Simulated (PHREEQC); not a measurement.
Dissolve 0.12 mol/kgw ZnSO4, 4.6e-05 mol/kgw Na2SO4 and 0.096 mol/kgw MnSO4 at 20 °C. Closed to the air; pH follows from the charge balance.

Computed with PHREEQC (ion-association model, phreeqc.dat).

| quantity | before | after |
|---|---|---|
| pH | 5.72 | 5.53 |
| ionic strength (mol/kgw) | 0.431 | 0.410 |
| SO4-2 (mol/kgw) | 0.0823 | 0.0792 |
| Mn+2 (mol/kgw) | 0.0566 | 0.0514 |
| Zn+2 (mol/kgw) | 0.0512 | 0.0511 |
| ZnSO4 (mol/kgw) | 0.0434 | 0.0456 |

Task: What was changed between the two runs?
(A) MnSO4 from 0.096 to 0.192 mol/kgw
(B) diluted 10-fold with water
(C) MnSO4 from 0.096 to 0.048 mol/kgw
(D) Na2SO4 from 4.6e-05 to 5.06e-05 mol/kgw
(E) temperature from 20 to 35 °C

Result: E, temperature from 20 to 35 °C

No solid was allowed to form.
